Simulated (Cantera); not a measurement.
A freely propagating, adiabatic, planar premixed flame of H2 : O2 : N2 = 1 : 0.192 : 0.723 (molar parts), equivalence ratio 2.6, unburnt at 525 K and 7.80 bar; mixture-averaged transport, grid criteria slope 0.08 and curve 0.16, no radiation.

Cantera simulation using the H2/O2 subset of GRI-Mech 3.0, which has no nitrogen chemistry; the numbers are that mechanism's predictions, not measurements. The hydrogen kinetics of GRI-Mech 3.0 are dated; newer H2 mechanisms differ, most at raised pressure. Burning velocities carry a grid error of a few per cent, more on coarse grids.

How do the results move with these cheaper or finer settings: unity-Lewis-number transport; multicomponent transport; multicomponent+Soret transport; grid criteria slope 0.5, curve 1; grid criteria slope 0.25, curve 0.5; grid criteria slope 0.03, curve 0.06?


```
setting                               laminar burning velocity  thermal thickness  peak x(O)  peak x(H)  grid points
------------------------------------  ------------------------  -----------------  ---------  ---------  -----------
as above                                              573 cm/s          0.0343 mm   0.000921     0.0334          117
unity-Lewis-number transport                          362 cm/s          0.0371 mm   0.000621     0.0348          107
multicomponent transport                              566 cm/s          0.0348 mm   0.000899     0.0334          117
multicomponent+Soret transport                        554 cm/s          0.0335 mm   0.000934     0.0334          118
grid criteria slope 0.5, curve 1                      557 cm/s          0.0467 mm   0.000674     0.0325           40
grid criteria slope 0.25, curve 0.5                   580 cm/s          0.0370 mm   0.000884     0.0336           57
grid criteria slope 0.03, curve 0.06                  569 cm/s          0.0335 mm   0.000925     0.0331          256
```
Unity Lewis numbers drop preferential diffusion, which matters most where H2 and H carry the flame; Soret adds thermal diffusion.
